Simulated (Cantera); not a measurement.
Cantera run:

```python
import numpy as np
import cantera as ct

gas_names = """
    H HO2 H2 H2O H2O2 O OH O2 O3 V VO VO2
""".split()
cond_names = """
    H2O(s) H2O(L) V(cr) V(L) VO(s) VO(L) V2O3(s) V2O3(L) V2O4(I) V2O4(II) V2O4(L) V2O5(s) V2O5(L)
""".split()


def load(file, names, dense=False):
    # The tables refer to 1 bar. Condensed volumes are neglected.
    table = {s.name: s for s in ct.Species.list_from_file(file)}
    out = []
    for n in names:
        d = dict(table[n].input_data)
        d["thermo"] = dict(d["thermo"], **{"reference-pressure": 1e5})
        if dense:
            d["equation-of-state"] = {"model": "constant-volume", "density": "1e6 g/cm^3"}
        out.append(ct.Species.from_dict(d))
    return out


gas = ct.Solution(thermo="ideal-gas", species=load("nasa_gas.yaml", gas_names))
cond = {s.name: ct.Solution(thermo="fixed-stoichiometry", species=[s], name=s.name)
        for s in load("nasa_condensed.yaml", cond_names, dense=True)}
atoms = {
    'V2O3': {'V': 2, 'O': 3},
    'H2': {'H': 2},
}
top_T = {}  # K; cautious upper limits of use, not melting points


def equilibrate(T, P, feed):
    n = {}
    for name, mol in feed.items():
        for a, k in atoms[name].items():
            n[a] = n.get(a, 0.0) + k * mol
    gas.TPX = T, P, n
    mass = sum(n.values()) * gas.mean_molecular_weight
    gas.equilibrate("TP")
    valid = [c for c in cond.values() if c.min_temp <= T <= top_T.get(c.name, c.max_temp)]
    mix = ct.Mixture([(gas, mass / gas.mean_molecular_weight)] + [(c, 0.0) for c in valid])
    mix.T, mix.P = T, P
    mix.equilibrate("TP", solver="vcs", rtol=1e-11, max_steps=5000)
    return mix


results = []
feed = {'V2O3': 1, 'H2': 8.9}  # mol
T = 1048.15  # K
P = 8400  # Pa
mix = equilibrate(T, P, feed)
results.append((T, P, feed, dict(zip(mix.species_names, mix.species_moles))))
print(gas.report(threshold=0.001))
for i in range(1, mix.n_phases):
    print(f"{mix.phase(i).name:16s} {mix.phase_moles(i):12.5e} mol")
```

It prints:

```
       temperature   1048.2 K
          pressure   8400 Pa
           density   0.0019447 kg/m^3
  mean mol. weight   2.0176 kg/kmol
   phase of matter   gas

                          1 kg             1 kmol
                     ---------------   ---------------
          enthalpy        1.0964e+07        2.2121e+07  J
   internal energy        6.6449e+06        1.3406e+07  J
           entropy             93315        1.8827e+05  J/K
    Gibbs function       -8.6843e+07       -1.7521e+08  J
 heat capacity c_p             15064             30393  J/K
 heat capacity c_v             10943             22079  J/K

                      mass frac. Y      mole frac. X     chem. pot. / RT
                     ---------------   ---------------   ---------------
                H2           0.99912            0.9999           -20.101
     [  +11 minor]         0.0008758        9.8109e-05

V(cr)             0.00000e+00 mol
VO(s)             1.74587e-03 mol
V2O3(s)           9.99127e-01 mol
V2O4(II)          0.00000e+00 mol
V2O5(L)           0.00000e+00 mol
```

Cantera equilibrium calculation (NASA polynomials, part measured and part estimated; ideal gas, pure solids and liquids). Mutual solubility and eutectic melting of coexisting phases are not modelled. VO: taken at fixed stoichiometry. Condensed phases not in the tables: the oxides between V2O3 and V2O5 other than VO2.
